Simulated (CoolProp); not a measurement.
A simple Rankine cycle with R227EA: condensing at 297.15 K, boiler at 1.5 MPa, turbine inlet 345.5 K, turbine efficiency 0.65, pump efficiency 0.6, no recuperator. Each further row changes one setting.

Values from CoolProp's reference Helmholtz-energy equation of state, Lemmon 2016.

```json
[
 {"case": "as stated", "thermal efficiency (%)": "6.5", "net work (kJ/kg)": "8.95", "heat in (kJ/kg)": "139", "turbine exit temperature (K)": "316.8", "volume ratio over the turbine": "4.08"},
 {"case": "turbine inlet 365.5 K", "thermal efficiency (%)": "6.4", "net work (kJ/kg)": "10.3", "heat in (kJ/kg)": "161", "turbine exit temperature (K)": "340.3", "volume ratio over the turbine": "3.80"},
 {"case": "condensing temperature 289.15 K", "thermal efficiency (%)": "7.5", "net work (kJ/kg)": "11.1", "heat in (kJ/kg)": "148", "turbine exit temperature (K)": "312.6", "volume ratio over the turbine": "5.31"},
 {"case": "boiler pressure 1.05 MPa", "thermal efficiency (%)": "4.9", "net work (kJ/kg)": "7.21", "heat in (kJ/kg)": "147", "turbine exit temperature (K)": "328.3", "volume ratio over the turbine": "2.56"},
 {"case": "turbine efficiency 0.55", "thermal efficiency (%)": "5.3", "net work (kJ/kg)": "7.38", "heat in (kJ/kg)": "139", "turbine exit temperature (K)": "318.5", "volume ratio over the turbine": "4.11"}
]
```
